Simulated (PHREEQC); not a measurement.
A solution holds 6.4 mmol/kgw CuSO4 and 1.46 mmol/kgw KCl, at 40 °C. Closed to the air; pH follows from the charge balance.

Computed with PHREEQC (ion-association model, wateq4f.dat).

* **pH**: 4.82
* **ionic strength**: 0.0203 mol/kgw

| species | molality | activity | log γ |
|---|---|---|---|
| SO4-2 | 0.00470 | 0.00269 | -0.242 |
| Cu+2 | 0.00470 | 0.00275 | -0.233 |
| CuSO4 | 0.00166 | 0.00167 | 0.002 |
| Cl- | 0.00144 | 0.00124 | -0.064 |
| K+ | 0.00143 | 0.00123 | -0.064 |
| KSO4- | 3.42e-5 | 2.99e-5 | -0.060 |
| CuCl+ | 2.14e-5 | 1.85e-5 | -0.063 |
| H+ | 1.71e-5 | 1.52e-5 | -0.052 |
| Cu2(OH)2+2 | 1.05e-5 | 5.92e-6 | -0.249 |
| HSO4- | 6.46e-6 | 5.61e-6 | -0.062 |
| CuOH+ | 2.09e-6 | 1.81e-6 | -0.063 |
| Cu(OH)2 | 2.48e-7 | 2.49e-7 | 0.002 |
| CuCl2 | 1.43e-8 | 1.44e-8 | 0.002 |
| OH- | 2.19e-9 | 1.89e-9 | -0.064 |

Precipitation was switched off in this run. Complexes and solids missing from the database can't appear. Away from 25 °C the constants follow the database's enthalpies or fits; those with neither stay at their 25 °C values.
